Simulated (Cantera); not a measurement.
Cantera run:

```python
import numpy as np
import cantera as ct

gas_names = """
    H HCL
""".split()
cond_names = """
    NaCL(s) NaCL(L) Na(cr) Na(L)
""".split()


# ... load() reads the species with a 1 bar reference pressure and builds the phases ...
species = {s.name: s for s in load("nasa_gas.yaml", gas_names) + load("nasa_condensed.yaml", cond_names)}
# Each term lists the table entries of one substance; the one whose range holds T is used.
reactions = {
    'NaCl + H(g) = HCl(g) + Na':
        [(-1, ['NaCL(s)', 'NaCL(L)']), (-1, ['H']), (1, ['HCL']), (1, ['Na(cr)', 'Na(L)'])],
}


def pick(names, T):
    return next(species[n] for n in names if species[n].thermo.min_temp <= T <= species[n].thermo.max_temp)


results = []
for label, terms in reactions.items():
    print(label)
    print("     T/K   dH/kJ  dS/(J/K)   dG/kJ   log10 K")
    for T in [700, 775, 850, 925, 1000, 1075, 1150, 1225, 1300, 1375, 1450]:
        used = [(nu, pick(names, T)) for nu, names in terms]
        dH = sum(nu * s.thermo.h(T) for nu, s in used) / 1e6
        dS = sum(nu * s.thermo.s(T) for nu, s in used) / 1e3
        dG = dH - T * dS / 1e3
        logK = -dG * 1e6 / (ct.gas_constant * T * np.log(10))
        results.append((label, T, dH, dS, dG, logK, [s.name for _, s in used]))
        print(f"{T:8g} {dH:8.1f} {dS:8.1f} {dG:8.1f} {logK:8.2f}")
```

Output:

```
NaCl + H(g) = HCl(g) + Na
     T/K   dH/kJ  dS/(J/K)   dG/kJ   log10 K
     700     97.4     45.9     65.2    -4.87
     775     95.9     44.0     61.9    -4.17
     850     94.4     42.0     58.6    -3.60
     925     92.7     40.1     55.6    -3.14
    1000     90.9     38.2     52.6    -2.75
    1075     60.7     10.1     49.9    -2.42
    1150     58.5      8.1     49.2    -2.23
    1225     56.4      6.3     48.6    -2.07
    1300     54.4      4.7     48.2    -1.94
    1375     52.5      3.3     47.9    -1.82
    1450     50.7      2.1     47.7    -1.72
```

Standard-state values (1 bar) from the NASA 1993 polynomials, evaluated with Cantera. Condensed species are held in their standard states even where they would react or evaporate.
